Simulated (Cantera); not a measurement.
A Cantera script and its output.

```python
import numpy as np
import cantera as ct

gas = ct.Solution("h2o2.yaml")
gas.TPX = 1375, 100000, {'H2': 0.31, 'O2': 1, 'N2': 0.62}
inlet = ct.Reservoir(gas, clone=True)

reactor = ct.IdealGasConstPressureReactor(gas, energy="off", clone=False)
exhaust = ct.Reservoir(gas, clone=True)
tau = [5.7, 2.2, 0.85, 0.33, 0.13, 0.049, 0.019, 0.0073, 0.0028, 0.0011, 0.00042][0]
for a, b in ((inlet, reactor), (reactor, exhaust)):
    ct.MassFlowController(a, b, mdot=lambda t: reactor.mass / tau)
net = ct.ReactorNet([reactor])
show = ['H2', 'O2', 'OH', 'H2O2', 'H2O', 'HO2', 'H']

rows = []
print(f"{'tau/s':>10s}{'T/K':>9s}" + "".join(f"{s:>11s}" for s in show))
for tau in [5.7, 2.2, 0.85, 0.33, 0.13, 0.049, 0.019, 0.0073, 0.0028, 0.0011, 0.00042]:
    net.initial_time = 0.0
    net.advance(30 * tau)
    before = gas.X
    net.advance(40 * tau)
    drift = np.max(np.abs(gas.X - before) / (gas.X + 1e-9))
    rows.append([gas.T, *gas[show].X, drift])
    print(f"{tau:10.3e}{gas.T:9.1f}" + "".join(f"{x:11.3e}" for x in gas[show].X))
```

Result:

```
     tau/s      T/K         H2         O2         OH       H2O2        H2O        HO2          H
 5.700e+00   1375.0  9.860e-06  4.760e-01  1.159e-04  7.203e-08  1.746e-01  6.198e-07  3.736e-08
 2.200e+00   1375.0  1.869e-05  4.760e-01  1.575e-04  1.186e-07  1.745e-01  1.099e-06  9.554e-08
 8.500e-01   1375.0  3.525e-05  4.760e-01  2.149e-04  1.925e-07  1.745e-01  1.998e-06  2.470e-07
 3.300e-01   1375.0  6.603e-05  4.759e-01  2.932e-04  3.055e-07  1.744e-01  3.643e-06  6.394e-07
 1.300e-01   1375.0  1.221e-04  4.759e-01  3.982e-04  4.714e-07  1.743e-01  6.545e-06  1.637e-06
 4.900e-02   1375.0  2.316e-04  4.758e-01  5.485e-04  7.274e-07  1.741e-01  1.192e-05  4.384e-06
 1.900e-02   1375.0  4.282e-04  4.757e-01  7.489e-04  1.090e-06  1.737e-01  2.084e-05  1.140e-05
 7.300e-03   1375.0  7.880e-04  4.756e-01  1.029e-03  1.620e-06  1.732e-01  3.540e-05  2.983e-05
 2.800e-03   1375.0  1.429e-03  4.753e-01  1.426e-03  2.378e-06  1.722e-01  5.741e-05  7.789e-05
 1.100e-03   1375.0  2.504e-03  4.749e-01  1.984e-03  3.397e-06  1.706e-01  8.698e-05  1.975e-04
 4.200e-04   1375.0  4.375e-03  4.741e-01  2.829e-03  4.787e-06  1.677e-01  1.250e-04  5.105e-04
```

Detailed kinetics in Cantera: the H2/O2 subset of GRI-Mech 3.0, which has no nitrogen chemistry. The temperature is held fixed by assumption; the heat of reaction is taken as removed at once.
